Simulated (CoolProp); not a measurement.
Vapour-liquid equilibrium of CHF3 (R23) (1) + R134a (2) at 175.8 K; x and y are mole fractions of (1).

Values from CoolProp's multi-fluid Helmholtz-energy mixture model, Penoncello 2003 and Tillner-Roth 1994; pair parameters Bell 2016.

Question: Give the bubble pressure and the first vapour's composition at x = 0.2, 0.5, 0.8. Is there an azeotrope?

Answer: x = 0.2: 0.007956 MPa, y = 0.925; x = 0.5: 0.01890 MPa, y = 0.980; x = 0.8: 0.03041 MPa, y = 0.995. No azeotrope shows between x = 0.05 and 0.95.

The pair parameters rest on a limited set of measurements; away from them the model extrapolates.
